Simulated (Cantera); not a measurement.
Feed: 1 mol SiCl₄, 2.5 mol Cl₂, a varied amount of H₂, at 698 K and 4.60 bar.

These are equilibrium values from Cantera (NASA tables, ideal gas, pure condensed phases), not measurements of a reactor. Candidate condensed phases: Si; 19 gas species. Equilibrium is a limit: real reactors are often held back by kinetics, nucleation or transport.

**Question.** At 0.65 mol H₂, list the 3 most abundant gas species with their mole fractions, and the condensed phases.

**Answer.** Cl₂ 0.446, HCl 0.313, SiCl₄ 0.241. Condensed: gas only.
